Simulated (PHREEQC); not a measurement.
# Phosphoric acid bath

Solution (35 °C): 10 mmol/kgw KH2PO4 and 110 mmol/kgw H2SO4. Closed to the air; pH follows from the charge balance.

Computed with PHREEQC (ion-association model, wateq4f.dat).

No solid was allowed to form.

Q: Estimate the pH.

A: pH 1.02.

Q: In which forms is S present?

A: HSO4- 83 %, SO4-2 16 % of the S.

H3PO4, which wateq4f.dat lacks, is added to it with the constant of phreeqc.dat.
